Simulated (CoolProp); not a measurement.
CH2F2 (R32) at several states: fugacity coefficient from the reference equation and from simpler models built on Tc = 351.3 K, pc = 57.83 bar, ω = 0.277; each cubic takes its own stable root.

Computed with CoolProp (reference Helmholtz-energy equation of state, Tillner-Roth 1997).

```csv
T (K),p (bar),phase,reference,van der Waals,Soave-Redlich-Kwong
227.7,2.81,liquid,0.4677,0.9606,0.4690
220.7,310,liquid,0.006114,0.07047,0.007381
306.3,1.98,gas,0.9783,0.9859,0.9818
```

At some of these states van der Waals gives the other phase, because its saturation line lies elsewhere.
